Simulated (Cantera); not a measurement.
An isothermal, constant-pressure homogeneous reactor starts with H₂ : O₂ : N₂ : H₂O = 0.036 : 1 : 0.62 : 0.0045 (molar parts), equivalence ratio 0.018, at 1175 K and 10.00 Torr.

Detailed kinetics in Cantera: the H2/O2 subset of GRI-Mech 3.0, which has no nitrogen chemistry. Radical loss at walls, strong at low pressure, is not modelled.

One state of this run: x H₂ = 1.53e-8; x O₂ = 0.598; x H₂O = 0.0247; x H₂O₂ = 2.58e-10; x H = 9.67e-10; x O = 7.23e-7; x HO₂ = 2.94e-9. x: mole fraction; the columns are a selection and need not sum to one.

Which value of t (s) does it belong to?
A. 1.89
B. 40.0
C. 0.000920
D. 0.0894

B, 40.0
